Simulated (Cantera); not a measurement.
Charge: 1 mol C₂H₆, 1.1 mol H₂, 0.79 mol N₂, equilibrated at 13.3 mbar.

These are equilibrium values from Cantera (NASA tables, ideal gas, pure condensed phases), not measurements of a reactor. Candidate condensed phases: C, C₆H₆, C₇H₈, C₈H₁₈; 92 gas species. Kinetics and transport are ignored.

Problem. At 625 °C, list the 3 most abundant gas species with their mole fractions, and the condensed phases.

Solution. H₂ 0.835, N₂ 0.162, CH₄ 0.00298. Condensed: C(graphite).
